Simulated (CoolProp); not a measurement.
Saturated liquid density (kg/m³) of ethane: the reference equation beside estimates from Tc = 32.2 °C, pc = 4.872 MPa, ω = 0.099. Rackett uses Z = 0.29056 − 0.08775 ω.

Computed with CoolProp (reference Helmholtz-energy equation of state, Bücker 2006).

```json
[
 {"T (°C)": "-89.35", "reference": "544.8", "Rackett": "541.8", "van der Waals": "355.3", "Redlich-Kwong": "522.8", "Peng-Robinson": "592.7"},
 {"T (°C)": "-86.55", "reference": "541.3", "Rackett": "538.4", "van der Waals": "353.0", "Redlich-Kwong": "518.9", "Peng-Robinson": "588.7"},
 {"T (°C)": "-83.85", "reference": "537.9", "Rackett": "535.0", "van der Waals": "350.8", "Redlich-Kwong": "515.1", "Peng-Robinson": "584.9"},
 {"T (°C)": "-81.05", "reference": "534.3", "Rackett": "531.4", "van der Waals": "348.5", "Redlich-Kwong": "511.1", "Peng-Robinson": "580.7"},
 {"T (°C)": "-78.25", "reference": "530.7", "Rackett": "527.8", "van der Waals": "346.2", "Redlich-Kwong": "507.0", "Peng-Robinson": "576.5"},
 {"T (°C)": "-75.45", "reference": "527.0", "Rackett": "524.2", "van der Waals": "343.8", "Redlich-Kwong": "502.9", "Peng-Robinson": "572.3"},
 {"T (°C)": "-72.65", "reference": "523.3", "Rackett": "520.5", "van der Waals": "341.4", "Redlich-Kwong": "498.7", "Peng-Robinson": "567.9"},
 {"T (°C)": "-69.95", "reference": "519.7", "Rackett": "516.9", "van der Waals": "339.0", "Redlich-Kwong": "494.5", "Peng-Robinson": "563.6"},
 {"T (°C)": "-67.15", "reference": "515.9", "Rackett": "513.1", "van der Waals": "336.5", "Redlich-Kwong": "490.1", "Peng-Robinson": "559.0"},
 {"T (°C)": "-64.35", "reference": "512.1", "Rackett": "509.3", "van der Waals": "334.0", "Redlich-Kwong": "485.6", "Peng-Robinson": "554.3"}
]
```

Absolute difference from the reference over all 10 rows, mean and median: Rackett 0.5 and 0.5 %, van der Waals 34.8 and 34.8 %, Redlich-Kwong 4.6 and 4.5 %, Peng-Robinson 8.6 and 8.6 %.
